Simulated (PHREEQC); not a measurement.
A made-up water analysis in mmol/kgw, 20 °C, pH 6.32, pe 8.5: Na 0.698; K 0.00138; Ca 0.385; Mg 0.0618; Cl 0.321; S(6) 0.173; Alkalinity (meq/kgw) 0.909; Cu(2) 0.0344; Pb 0.000666.

Valence states are taken as typed.

Equilibrium calculation in PHREEQC: ion-association model, wateq4f.dat.

Precipitation was switched off in this run.

Problem. What charge-balance error does the model give?

Solution. charge-balance error 2.8 %.

Problem. In which forms is Cu present?

Solution. Cu+2 55 %, CuHCO3+ 20 %, CuCO3 18 %, Cu(OH)2 4.1 %, CuSO4 1.2 %, CuOH+ 1.0 % of the Cu.

The solution is supersaturated, for example in Malachite, so a real one may precipitate; this is no full list.
